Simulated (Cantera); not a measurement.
# Low-pressure radical oxidation in H2/O2

An isothermal, constant-pressure homogeneous reactor starts with H2 : O2 : N2 = 0.5 : 1 : 0.11 (molar parts), equivalence ratio 0.25, at 1275 K and 0.0267 bar.

Cantera simulation using GRI-Mech 3.0 (53 species, 325 reactions); the numbers are that mechanism's predictions, not measurements. Radical loss at walls, strong at low pressure, is not modelled. The temperature is held fixed by assumption; the heat of reaction is taken as removed at once.

```tsv
t (s)	x H2	x O2	x H2O	x O	x H2O2	x NO	x OH
0.000300	0.305	0.618	0.00401	0.00115	2.28e-8	1.86e-12	0.000741
0.000854	0.0208	0.471	0.236	0.0787	7.14e-7	2.78e-7	0.0154
0.00243	0.0149	0.503	0.291	0.0488	9.68e-7	9.12e-7	0.0134
0.00693	0.00423	0.539	0.351	0.0123	1.04e-6	1.24e-6	0.00726
0.0197	0.000432	0.550	0.365	0.00123	4.51e-7	1.27e-6	0.00231
0.0562	5.04e-5	0.551	0.367	0.000146	1.42e-7	1.27e-6	0.000800
0.160	9.19e-6	0.551	0.367	2.72e-5	4.72e-8	1.27e-6	0.000346
0.456	2.25e-6	0.551	0.368	6.77e-6	1.65e-8	1.27e-6	0.000172
1.30	6.60e-7	0.551	0.368	2.01e-6	6.08e-9	1.27e-6	9.39e-5
3.70	2.50e-7	0.551	0.368	7.62e-7	2.73e-9	1.27e-6	5.78e-5
10.5	1.71e-7	0.551	0.368	5.20e-7	2.04e-9	1.27e-6	4.77e-5
30.0	1.68e-7	0.551	0.368	5.11e-7	2.01e-9	1.27e-6	4.73e-5
```
x: mole fraction; the columns are a selection and need not sum to one.

Equilibrium at this temperature and pressure: H2 1.69e-7, O2 0.551, H2O 0.368, O 5.11e-7, H2O2 2.01e-9, NO 0.000175, OH 4.73e-5 (gas phase only).
